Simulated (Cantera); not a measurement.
**Equilibrium for roasting and sulfation: FeS + SO2 + CO2 + SO3**

Feed: 1 mol FeS, 4.3 mol SO2, 0.53 mol CO2, 0.18 mol SO3, equilibrated at 390 Torr.

Method: chemical equilibrium by Gibbs-energy minimisation in Cantera with the NASA 1993 tables (ideal gas, pure condensed phases). Candidate condensed phases: C, Fe, Fe(CO)5, FeO, FeS, FeSO4, FeS2, Fe2O3, Fe2(SO4)3, Fe3O4, S; 25 gas species. Metal and sulfide melt together well below either melting point, which pure phases cannot show. Mutual solubility and eutectic melting of coexisting phases are not modelled. The tables' stoichiometric FeO is somewhat more stable than real wüstite, so its field is too wide. FeO, FeS: taken at fixed stoichiometry. Gases not in the tables: S3 to S7. The numbers say what is thermodynamically allowed, not how fast it happens.

| T (°C) | x SO2 | x S2 | x CO2 | x CO | x SO | x S2O | x COS | x S | n FeS(s) | n Fe3O4(s) | n FeO(s) | n FeO(l) |
|---|---|---|---|---|---|---|---|---|---|---|---|---|
| 752 | 0.865 | 0.0279 | 0.104 | 0.000152 | 4.22e-5 | 0.00311 | 6.02e-5 | 3.02e-9 | 0.761 | 0.0798 | 0 | 0 |
| 852 | 0.850 | 0.0417 | 0.103 | 0.000484 | 0.000164 | 0.00400 | 9.20e-5 | 3.52e-8 | 0.671 | 0.110 | 0 | 0 |
| 952 | 0.833 | 0.0581 | 0.102 | 0.00127 | 0.000510 | 0.00491 | 0.000131 | 2.75e-7 | 0.563 | 0.146 | 0 | 0 |
| 1052 | 0.814 | 0.0763 | 0.1000 | 0.00284 | 0.00133 | 0.00579 | 0.000174 | 1.57e-6 | 0.441 | 0.186 | 0 | 0 |
| 1152 | 0.789 | 0.100 | 0.0950 | 0.00556 | 0.00303 | 0.00683 | 0.000222 | 7.15e-6 | 0.185 | 0 | 0.815 | 0 |
| 1252 | 0.764 | 0.123 | 0.0897 | 0.00977 | 0.00614 | 0.00765 | 0.000265 | 2.63e-5 | 0 | 0 | 1.00 | 0 |
| 1352 | 0.762 | 0.120 | 0.0844 | 0.0148 | 0.0110 | 0.00737 | 0.000261 | 7.47e-5 | 0 | 0 | 1.000 | 0 |
| 1452 | 0.759 | 0.116 | 0.0780 | 0.0209 | 0.0183 | 0.00707 | 0.000249 | 0.000187 | 0 | 0 | 0 | 1.000 |
x: gas mole fraction; n: condensed amount in mol.

From 752 °C to 1052 °C the condensed part is FeS(s) + Fe3O4(s). At 1152 °C the condensed part is FeO(s) + FeS(s). From 1252 °C to 1352 °C the condensed part is FeO(s). At 1452 °C the condensed part is FeO(l).
